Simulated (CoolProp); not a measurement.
The fluid at 298.15 K and 0.577 MPa (stagnation) flows isentropically through a choked orifice. The same conditions are run with several fluids, on thermodynamics alone (safety and materials aside).

Values from CoolProp's reference Helmholtz-energy equation of state of each fluid (carbonyl sulfide: Lemmon 2006; ethane: Bücker 2006; sulfur hexafluoride: Guder 2009; ethylene: Smukala 2000; CF4 (R14): Platzer 1990). The equations of Platzer and Polt are older, rougher fits.

```json
[
 {"fluid": "carbonyl sulfide", "throat to inlet pressure ratio": "[?]", "mass flux (kg/(m² s))": "1930", "throat temperature (K)": "262.9"},
 {"fluid": "ethane", "throat to inlet pressure ratio": "0.566", "mass flux (kg/(m² s))": "[?]", "throat temperature (K)": "270.6"},
 {"fluid": "sulfur hexafluoride", "throat to inlet pressure ratio": "0.592", "mass flux (kg/(m² s))": "2840", "throat temperature (K)": "[?]"},
 {"fluid": "ethylene", "throat to inlet pressure ratio": "[?]", "mass flux (kg/(m² s))": "1300", "throat temperature (K)": "[?]"},
 {"fluid": "CF4 (R14)", "throat to inlet pressure ratio": "0.572", "mass flux (kg/(m² s))": "[?]", "throat temperature (K)": "[?]"}
]
```

Fill in the missing entries.


- carbonyl sulfide, throat to inlet pressure ratio: 0.555
- ethane, mass flux (kg/(m² s)): 1320
- sulfur hexafluoride, throat temperature (K): 283.5
- ethylene, throat to inlet pressure ratio: 0.553
- ethylene, throat temperature (K): 263.8
- CF4 (R14), mass flux (kg/(m² s)): 2220
- CF4 (R14), throat temperature (K): 275.1
